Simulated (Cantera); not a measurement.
What does this Cantera script print?

```python
import numpy as np
import cantera as ct

gas = ct.Solution("gri30.yaml")
gas.TPX = 1250, 101325, {'H2': 1, 'O2': 0.238, 'N2': 0.895, 'H2O': 0.062}
reactor = ct.IdealGasReactor(gas, energy="on", clone=False)
net = ct.ReactorNet([reactor])
net.rtol, net.atol = 1e-08, 1e-16
show = ['H2', 'O2', 'H2O', 'NO', 'NO2', 'H', 'N2O']
times = np.geomspace(3e-06, 0.6, 13)

steps = ct.SolutionArray(gas, extra=["t"])
rows = []
print(f"{'t/s':>10s}{'T/K':>9s}{'P/Pa':>11s}" + "".join(f"{s:>11s}" for s in show))
for t in times:
    while net.time < t:
        t_next = net.step()
        steps.append(gas.state, t=t_next)
    rows.append([np.interp(t, steps.t, y) for y in (steps.T, steps.P, *steps(*show).X.T)])
    print(f"{t:10.3e}{rows[-1][0]:9.1f}{rows[-1][1]:11.4g}" + "".join(f"{x:11.3e}" for x in rows[-1][2:]))
rate = np.gradient(steps.T, steps.t)
print("integrator steps:", len(steps.t))
if steps.T.max() > steps.T[0] + 200:
    print(f"time of steepest temperature rise: {steps.t[rate.argmax()]:.4e} s")
gas.TPX = 1250, 101325, {'H2': 1, 'O2': 0.238, 'N2': 0.895, 'H2O': 0.062}
gas.equilibrate("UV")
print(f"equilibrium (UV): T = {gas.T:.1f} K  " + "  ".join(f"{s} {gas[s].X[0]:.3e}" for s in show))
```

Result:

```
       t/s      T/K       P/Pa         H2         O2        H2O         NO        NO2          H        N2O
 3.000e-06   1250.0  1.013e+05  4.556e-01  1.084e-01  2.825e-02  1.427e-19  6.235e-26  4.066e-08  1.605e-15
 8.296e-06   1250.0  1.013e+05  4.556e-01  1.084e-01  2.825e-02  7.035e-18  2.415e-23  4.013e-07  2.699e-14
 2.294e-05   1250.2  1.013e+05  4.554e-01  1.084e-01  2.836e-02  2.379e-13  7.117e-17  8.972e-05  6.470e-12
 6.344e-05   2496.3  1.886e+05  2.351e-01  1.114e-03  2.441e-01  2.901e-05  6.933e-10  6.561e-02  1.735e-08
 1.754e-04   2817.7  2.081e+05  2.523e-01  2.956e-04  2.583e-01  1.667e-04  5.841e-09  3.151e-02  4.831e-08
 4.852e-04   2820.8  2.083e+05  2.529e-01  2.823e-04  2.583e-01  4.879e-04  1.706e-08  3.088e-02  5.187e-08
 1.342e-03   2818.7  2.081e+05  2.533e-01  2.764e-04  2.580e-01  9.238e-04  3.201e-08  3.070e-02  6.006e-08
 3.710e-03   2818.2  2.081e+05  2.534e-01  2.750e-04  2.579e-01  1.031e-03  3.565e-08  3.065e-02  6.286e-08
 1.026e-02   2818.2  2.081e+05  2.534e-01  2.750e-04  2.579e-01  1.032e-03  3.568e-08  3.065e-02  6.288e-08
 2.837e-02   2818.2  2.081e+05  2.534e-01  2.750e-04  2.579e-01  1.032e-03  3.568e-08  3.065e-02  6.288e-08
 7.846e-02   2818.2  2.081e+05  2.534e-01  2.750e-04  2.579e-01  1.032e-03  3.568e-08  3.065e-02  6.288e-08
 2.170e-01   2818.2  2.081e+05  2.534e-01  2.750e-04  2.579e-01  1.032e-03  3.568e-08  3.065e-02  6.288e-08
 6.000e-01   2818.2  2.081e+05  2.534e-01  2.750e-04  2.579e-01  1.032e-03  3.568e-08  3.065e-02  6.288e-08
integrator steps: 1247
time of steepest temperature rise: 4.0204e-05 s
equilibrium (UV): T = 2818.2 K  H2 2.534e-01  O2 2.750e-04  H2O 2.579e-01  NO 1.032e-03  NO2 3.568e-08  H 3.065e-02  N2O 6.288e-08
```

Computed with Cantera and GRI-Mech 3.0 (53 species, 325 reactions).
